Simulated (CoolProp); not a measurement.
Values from CoolProp's reference Helmholtz-energy equation of state, Guder 2009.

**Question.** Give the vapour pressure (MPa), enthalpy of vaporisation (kJ/kg), liquid cp (kJ/(kg K)), vapour Z of saturated sulfur hexafluoride at -9.95, -3.25 °C.

**Answer.** 
| T (°C) | p (MPa) | enthalpy of vaporisation (kJ/kg) | liquid cp (kJ/(kg K)) | vapour Z |
|---|---|---|---|---|
| -9.95 | 0.941 | 90.6 | 0.983 | 0.811 |
| -3.25 | 1.14 | 86.3 | 1.02 | 0.783 |
